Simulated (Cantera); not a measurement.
## Stirred combustor or abatement burner

A perfectly stirred reactor is fed with 1.58 % CH4, 1.74 % C2H6, 0.0837 % C3H8, 8.05 % O2, 88.6 % N2, equivalence ratio 1.2, at 840000 Pa; it is adiabatic with a 650 K inlet, and is followed from long to short residence time, starting on the burning branch (τ in s: 0.023, 0.013, 0.0072, 0.004, 0.0022, 0.0012, 0.00068, 0.00038, 0.00021, 0.00012, 6.5e-05).

Detailed kinetics in Cantera: GRI-Mech 3.0 (53 species, 325 reactions).

| τ (s) | T (K) | x CH4 | x C2H6 | x C3H8 | x CH3 | x CH2CO | x HCN | x O2 |
|---|---|---|---|---|---|---|---|---|
| 0.023 | 1489 | 0.00132 | 7.16e-5 | 1.64e-6 | 3.27e-5 | 5.71e-5 | 3.07e-7 | 0.00271 |
| 0.013 | 1474 | 0.00142 | 0.000101 | 2.63e-6 | 3.97e-5 | 7.43e-5 | 2.60e-7 | 0.00379 |
| 0.0072 | 1447 | 0.00167 | 0.000158 | 4.74e-6 | 4.79e-5 | 0.000109 | 1.62e-7 | 0.00575 |
| 0.0040 | 1382 | 0.00239 | 0.000328 | 1.25e-5 | 5.25e-5 | 0.000207 | 3.70e-8 | 0.0107 |
| 0.0022 | 650 | 0.0158 | 0.0174 | 0.000837 | <1e-12 | <1e-12 | <1e-12 | 0.0805 |
| 0.0012 | 650 | 0.0158 | 0.0174 | 0.000837 | <1e-12 | <1e-12 | <1e-12 | 0.0805 |
| 0.00068 | 650 | 0.0158 | 0.0174 | 0.000837 | <1e-12 | <1e-12 | <1e-12 | 0.0805 |
| 0.00038 | 650 | 0.0158 | 0.0174 | 0.000837 | <1e-12 | <1e-12 | <1e-12 | 0.0805 |
| 0.00021 | 650 | 0.0158 | 0.0174 | 0.000837 | <1e-12 | <1e-12 | <1e-12 | 0.0805 |
| 0.00012 | 650 | 0.0158 | 0.0174 | 0.000837 | <1e-12 | <1e-12 | <1e-12 | 0.0805 |
| 6.5e-5 | 650 | 0.0158 | 0.0174 | 0.000837 | <1e-12 | <1e-12 | <1e-12 | 0.0805 |
x: mole fraction; the columns are a selection and need not sum to one.
